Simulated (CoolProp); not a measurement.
Vapour-liquid equilibrium of benzene (1) + toluene (2) at 476.5 K; x and y are mole fractions of (1).

Model: multi-fluid Helmholtz-energy mixture model, Thol 2012 and Lemmon 2006; pair parameters Bell 2016, in CoolProp.

Question: Give the bubble pressure and the first vapour's composition at x = 0.05, 0.15, 0.65. Is there an azeotrope?

Answer: x = 0.05: 828.6 kPa, y = 0.080; x = 0.15: 895.3 kPa, y = 0.226; x = 0.65: 1249 kPa, y = 0.752. No azeotrope shows between x = 0.05 and 0.95.

Pair parameters are fitted to limited data, so mixtures are less certain than the pure fluids.
